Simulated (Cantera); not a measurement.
A Cantera script and what it prints.

```python
import numpy as np
import cantera as ct

gas_names = """
    O TiOCL2 O3 TiO
""".split()
cond_names = """
    TiCL4(L) Ti4O7(s) Ti4O7(L) Ti2O3(a) Ti2O3(b) Ti2O3(L)
""".split()


# ... load() reads the species with a 1 bar reference pressure and builds the phases ...
species = {s.name: s for s in load("nasa_gas.yaml", gas_names) + load("nasa_condensed.yaml", cond_names)}
# Each term lists the table entries of one substance; the one whose range holds T is used.
reactions = {
    'O(g) + 4 TiCl4 + Ti4O7 = 8 TiOCl2(g)':
        [(-1, ['O']), (-4, ['TiCL4(L)']), (-1, ['Ti4O7(s)', 'Ti4O7(L)']), (8, ['TiOCL2'])],
    '12 TiOCl2(g) = O3(g) + 6 TiCl4 + 3 Ti2O3':
        [(-12, ['TiOCL2']), (1, ['O3']), (6, ['TiCL4(L)']), (3, ['Ti2O3(a)', 'Ti2O3(b)', 'Ti2O3(L)'])],
    'TiCl4 + TiO(g) + O(g) = 2 TiOCl2(g)':
        [(-1, ['TiCL4(L)']), (-1, ['TiO']), (-1, ['O']), (2, ['TiOCL2'])],
}


def pick(names, T):
    return next(species[n] for n in names if species[n].thermo.min_temp <= T <= species[n].thermo.max_temp)


results = []
for label, terms in reactions.items():
    print(label)
    print("     T/K   dH/kJ  dS/(J/K)   dG/kJ   log10 K")
    for T in [423, 433, 443, 453, 463, 473, 483, 493, 503, 513]:
        used = [(nu, pick(names, T)) for nu, names in terms]
        dH = sum(nu * s.thermo.h(T) for nu, s in used) / 1e6
        dS = sum(nu * s.thermo.s(T) for nu, s in used) / 1e3
        dG = dH - T * dS / 1e3
        logK = -dG * 1e6 / (ct.gas_constant * T * np.log(10))
        results.append((label, T, dH, dS, dG, logK, [s.name for _, s in used]))
        print(f"{T:8g} {dH:8.1f} {dS:8.1f} {dG:8.1f} {logK:8.2f}")
```

Output:

```
O(g) + 4 TiCl4 + Ti4O7 = 8 TiOCl2(g)
     T/K   dH/kJ  dS/(J/K)   dG/kJ   log10 K
     423   1977.9   1115.3   1506.1  -185.98
     433   1975.5   1109.6   1495.0  -180.34
     443   1973.1   1104.1   1483.9  -174.97
     453   1970.6   1098.7   1472.9  -169.84
     463   1968.2   1093.4   1462.0  -164.93
     473   1965.8   1088.2   1451.0  -160.24
     483   1963.3   1083.1   1440.2  -155.75
     493   1960.9   1078.1   1429.4  -151.44
     503   1958.4   1073.2   1418.6  -147.32
     513   1956.0   1068.4   1407.9  -143.35
12 TiOCl2(g) = O3(g) + 6 TiCl4 + 3 Ti2O3
     T/K   dH/kJ  dS/(J/K)   dG/kJ   log10 K
     423  -2655.3  -1744.1  -1917.6   236.79
     433  -2651.5  -1735.1  -1900.2   229.22
     443  -2647.5  -1726.1  -1882.9   222.01
     453  -2643.5  -1717.1  -1865.7   215.12
     463  -2639.4  -1708.1  -1848.5   208.54
     473  -2631.9  -1692.1  -1831.5   202.26
     483  -2628.1  -1684.1  -1814.7   196.24
     493  -2624.2  -1676.3  -1797.8   190.48
     503  -2620.4  -1668.5  -1781.1   184.96
     513  -2616.5  -1660.9  -1764.5   179.66
TiCl4 + TiO(g) + O(g) = 2 TiOCl2(g)
     T/K   dH/kJ  dS/(J/K)   dG/kJ   log10 K
     423   -597.0    -23.2   -587.2    72.51
     433   -597.5    -24.4   -587.0    70.81
     443   -598.0    -25.5   -586.7    69.18
     453   -598.5    -26.6   -586.4    67.62
     463   -599.0    -27.6   -586.2    66.13
     473   -599.5    -28.7   -585.9    64.70
     483   -599.9    -29.7   -585.6    63.33
     493   -600.4    -30.7   -585.3    62.01
     503   -600.9    -31.6   -585.0    60.75
     513   -601.4    -32.6   -584.7    59.53
```

Source: NASA polynomial tables (part measured, part estimated), evaluated in Cantera. Condensed species are held in their standard states even where they would react or evaporate.
